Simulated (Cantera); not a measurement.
Input: 1 mol BCl3, 1.9 mol NH3, a varied amount of O2, held at 84.0 Pa.

These are equilibrium values from Cantera (NASA tables, ideal gas, pure condensed phases), not measurements of a reactor. Candidate condensed phases: B, BN, B2O3, B3O3H3, H2O, NH4Cl; 49 gas species. Mutual solubility and eutectic melting of coexisting phases are not modelled. The tables' values for BCl2 are old estimates. Rates play no part.

Question: What condenses at these points (T in °C, n(O2) in mol): (1875, 4.1); (1225, 0.68); (1575, 0.68); (1275, 0.19); (1775, 2.2)?

Answer: 
| T (°C) | n(O2) in mol | condensed phases | B condensed (%) |
|---|---|---|---|
| 1875 | 4.1 | gas only | 0.0 |
| 1225 | 0.68 | BN + B2O3 | 39.9 |
| 1575 | 0.68 | gas only | 0.0 |
| 1275 | 0.19 | BN | 65.9 |
| 1775 | 2.2 | gas only | 0.0 |
